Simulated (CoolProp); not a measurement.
The numbers come from the reference Helmholtz-energy equation of state, Setzmann 1991 in CoolProp.

**Question.** Give the vapour pressure (MPa), liquid cp (kJ/(kg K)), vapour Z, surface tension (mN/m) of saturated methane at 126.9, 139.9 K.

**Answer.** 
| T (K) | p (MPa) | liquid cp (kJ/(kg K)) | vapour Z | surface tension (mN/m) |
|---|---|---|---|---|
| 126.9 | 0.304 | 3.62 | 0.922 | 9.99 |
| 139.9 | 0.638 | 3.81 | 0.871 | 7.58 |

Surface tension comes from a separate correlation (Mulero 2012).
